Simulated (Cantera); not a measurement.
A perfectly stirred reactor is fed with 15.9 % CH4, 84.1 % H2O, at 263 Torr; it is held at 1775 K, and followed from long to short residence time.

Cantera simulation using GRI-Mech 3.0 (53 species, 325 reactions); the numbers are that mechanism's predictions, not measurements.

**Question.** Predict: x(CH4) at τ = 4.70 s; x(H2O) at τ = 4.70 s; x(H) at τ = 4.70 s; x(CO) at τ = 4.70 s; x(CH2CO) at τ = 4.70 s; x(CH4) at τ = 0.140 s; x(H2O) at τ = 0.140 s; x(H) at τ = 0.140 s; x(CO) at τ = 0.140 s; x(CH2CO) at τ = 0.140 s.

**Answer.** 
```
Quantity                    Value
-----------------------  --------
x(CH4) at τ = 4.70 s      0.00377
x(H2O) at τ = 4.70 s        0.498
x(H) at τ = 4.70 s       0.000295
x(CO) at τ = 4.70 s        0.0861
x(CH2CO) at τ = 4.70 s    1.11e-6
x(CH4) at τ = 0.140 s      0.0242
x(H2O) at τ = 0.140 s       0.606
x(H) at τ = 0.140 s      0.000250
x(CO) at τ = 0.140 s       0.0440
x(CH2CO) at τ = 0.140 s   3.95e-5
```
